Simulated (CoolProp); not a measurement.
Vapour-liquid equilibrium of cyclohexane (1) + m-xylene (2) at 0.128 MPa; x and y are mole fractions of (1).

The numbers come from the multi-fluid Helmholtz-energy mixture model, Zhou 2014 and Zhou 2012; pair parameters Bell 2016 in CoolProp.

Problem. Give the bubble temperature and the first vapour's composition at x = 0.35, 0.425, 0.725. Is there an azeotrope?

Solution. x = 0.35: 113.2 °C, y = 0.739; x = 0.425: 108.9 °C, y = 0.794; x = 0.725: 96.8 °C, y = 0.925. No azeotrope shows between x = 0.05 and 0.95.

Pair parameters are fitted to limited data, so mixtures are less certain than the pure fluids.
